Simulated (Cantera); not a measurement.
An isothermal, constant-pressure homogeneous reactor starts with 41.0 % H2, 37.3 % O2, 21.6 % N2, equivalence ratio 0.55, at 898 K and 0.200 bar.

Detailed kinetics in Cantera: the H2/O2 subset of GRI-Mech 3.0, which has no nitrogen chemistry. Below about 950 K walls govern HO2 and H2O2 in real vessels. The temperature is held fixed by assumption; the heat of reaction is taken as removed at once.

x: mole fraction; the columns are a selection and need not sum to one.

```json
[
 {"t (s)": "0.000600", "x H2": "0.410", "x O2": "0.373", "x HO2": "___", "x H2O": "2.92e-6", "x OH": "5.06e-8", "x H": "1.38e-6", "x H2O2": "1.33e-9"},
 {"t (s)": "0.00294", "x H2": "0.134", "x O2": "0.264", "x HO2": "___", "x H2O": "0.348", "x OH": "1.12e-7", "x H": "4.97e-7", "x H2O2": "7.97e-5"},
 {"t (s)": "0.0144", "x H2": "0.134", "x O2": "0.264", "x HO2": "___", "x H2O": "0.348", "x OH": "1.40e-8", "x H": "8.11e-8", "x H2O2": "0.000141"},
 {"t (s)": "0.0707", "x H2": "0.133", "x O2": "0.264", "x HO2": "___", "x H2O": "0.348", "x OH": "2.03e-8", "x H": "1.14e-7", "x H2O2": "0.000203"},
 {"t (s)": "0.346", "x H2": "0.129", "x O2": "0.262", "x HO2": "___", "x H2O": "0.354", "x OH": "7.59e-8", "x H": "3.58e-7", "x H2O2": "0.000668"},
 {"t (s)": "1.70", "x H2": "0.0823", "x O2": "0.243", "x HO2": "___", "x H2O": "0.412", "x OH": "1.50e-7", "x H": "4.12e-7", "x H2O2": "0.000964"},
 {"t (s)": "8.32", "x H2": "0.00416", "x O2": "0.213", "x HO2": "___", "x H2O": "0.511", "x OH": "1.73e-7", "x H": "2.64e-8", "x H2O2": "8.74e-5"},
 {"t (s)": "40.8", "x H2": "7.52e-5", "x O2": "0.211", "x HO2": "___", "x H2O": "0.516", "x OH": "1.68e-8", "x H": "4.80e-11", "x H2O2": "1.57e-7"},
 {"t (s)": "200", "x H2": "5.17e-6", "x O2": "0.211", "x HO2": "___", "x H2O": "0.516", "x OH": "4.26e-9", "x H": "<1e-12", "x H2O2": "2.47e-9"}
]
```

Some entries are withheld; supply them.


- 0.000600, x HO2: 1.32e-6
- 0.00294, x HO2: 0.000128
- 0.0144, x HO2: 2.91e-5
- 0.0707, x HO2: 3.18e-5
- 0.346, x HO2: 5.43e-5
- 1.70, x HO2: 6.00e-5
- 8.32, x HO2: 1.64e-5
- 40.8, x HO2: 6.53e-7
- 200, x HO2: 7.15e-8
